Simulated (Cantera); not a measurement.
Input (Python, Cantera) and output of one run.

```python
import numpy as np
import cantera as ct

gas_names = """
    C CN CO CO2 C2 CCN CNC C2N2 C2O C3 C3O2 C4 C4N2 C5 Fe FeC5O5 FeO N NCO NO NO2 NO3 N2 N2O O O2 O3
""".split()
cond_names = """
    C(gr) Fe(a) Fe(c) Fe(d) Fe(L) FeC5O5(L) FeO(s) FeO(L) Fe2O3(s) Fe3O4(s)
""".split()


# ... load() reads the species with a 1 bar reference pressure and builds the phases ...
atoms = {
    'Fe2O3': {'Fe': 2, 'O': 3},
    'C': {'C': 1},
    'N2': {'N': 2},
}
top_T = {'C(gr)': 4500, 'Fe2O3(s)': 1830, 'Fe3O4(s)': 1870}  # K; cautious upper limits of use, not melting points


# ... equilibrate(T, P, feed) seeds the gas with the atoms and calls Mixture.equilibrate('TP', solver="vcs", rtol=1e-11, max_steps=5000) ...
results = []
T = 2523.15  # K
P = 420000  # Pa
for m in [0.41, 0.51, 0.64, 0.81, 1, 1.3, 1.6, 2, 2.5]:
    feed = {'Fe2O3': 1, 'C': m, 'N2': 0.3}  # mol
    mix = equilibrate(T, P, feed)
    results.append((T, P, feed, dict(zip(mix.species_names, mix.species_moles))))

top = {s: max(r[3][s] / sum(r[3][g] for g in gas_names) for r in results) for s in gas_names}
cols = sorted((s for s in top if top[s] > 1e-05), key=lambda s: -top[s])[:6]
seen = [c for c in cond_names if any(r[3].get(c, 0) > 1e-12 for r in results)]
print("log10 of partial pressures in bar; condensed amounts in mol")
print(f"{'n(C)':>10s}" + "".join(f"{s[:9]:>10s}" for s in cols + seen))
for T, P, feed, n in results:
    ng = sum(n[g] for g in gas_names)
    print(f"{feed['C']:10.4g}" + "".join(f"{np.log10(max(n[s] / ng * P / 1e5, 1e-99)):10.3f}" for s in cols)
          + "".join(f"{n.get(c, 0):10.4g}" for c in seen))
```

It prints:

```
log10 of partial pressures in bar; condensed amounts in mol
      n(C)        CO       CO2        N2        O2        NO        Fe     Fe(L)    FeO(L)
      0.41    -0.926     0.301     0.183    -0.307    -1.292    -3.777         0         2
      0.51    -0.507     0.355     0.177    -1.037    -1.660    -3.412         0         2
      0.64     0.099     0.203     0.126    -2.553    -2.444    -2.655         0     1.999
      0.81     0.368    -0.140     0.054    -3.776    -3.092    -2.043         0     1.997
         1     0.473    -0.632    -0.017    -4.971    -3.725    -1.445    0.0617     1.927
       1.3     0.496    -0.609    -0.108    -4.971    -3.770    -1.445     0.381     1.605
       1.6     0.512    -0.593    -0.182    -4.971    -3.807    -1.445    0.7002     1.283
         2     0.526    -0.579    -0.265    -4.971    -3.849    -1.445     1.126    0.8537
       2.5     0.537    -0.568    -0.351    -4.971    -3.891    -1.445     1.658    0.3172
```

Cantera equilibrium calculation (NASA polynomials, part measured and part estimated; ideal gas, pure solids and liquids). Each liquid is taken as pure. Mutual solubility and eutectic melting of coexisting phases are not modelled. The tables' stoichiometric FeO is somewhat more stable than real wüstite, so its field is too wide. FeO: taken at fixed stoichiometry.
